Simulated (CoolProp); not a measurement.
Saturation properties of o-xylene (Tc = 357.1 °C, pc = 3737 kPa, ω = 0.312).

Model: reference Helmholtz-energy equation of state, Zhou 2012, in CoolProp.

| T (°C) | p (kPa) | vapour density (kg/m³) | liquid viscosity (µPa s) |
|---|---|---|---|
| 76.25 | 10.92 | 0.4031 | 426 |
| 84.25 | 14.95 | 0.5411 | 395 |
| 92.25 | 20.14 | 0.7151 | 369 |
| 100.25 | 26.72 | 0.9318 | 344 |
| 108.25 | 34.97 | 1.198 | 323 |
| 116.35 | 45.30 | 1.527 | 303 |
| 124.35 | 57.79 | 1.919 | 285 |
| 132.35 | 72.89 | 2.387 | 269 |
| 140.35 | 90.98 | 2.940 | 254 |
| 148.35 | 112.4 | 3.590 | 240 |
| 156.45 | 138.0 | 4.358 | 228 |
| 164.45 | 167.6 | 5.239 | 216 |
| 172.45 | 201.8 | 6.254 | 205 |
| 180.45 | 241.2 | 7.418 | 195 |
| 188.45 | 286.3 | 8.749 | 186 |

It boils at 144.4 °C under 1 atm.

Viscosity comes from a separate model (Cao 2016).
